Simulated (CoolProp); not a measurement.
Properties of R1234ze(E) at several states (Tc = 109.4 °C, pc = 36.35 bar, ω = 0.313).

Values from CoolProp's reference Helmholtz-energy equation of state, Thol 2016.

| T (°C) | p (bar) | phase | cp (kJ/(kg K)) | conductivity (mW/(m K)) |
|---|---|---|---|---|
| -43.25 | 4.38 | liquid | 1.247 | 99.9 |
| 37.55 | 6.65 | gas | 1.020 | 14.7 |
| -26.95 | 11.9 | liquid | 1.267 | 93.8 |
| 31.35 | 91.2 | liquid | 1.342 | 78.0 |
| 125.95 | 87.9 | supercritical | 1.748 | 54.8 |
| 40.75 | 16.9 | liquid | 1.433 | 69.7 |

Thermal conductivity comes from a separate model (Perkins 2011).
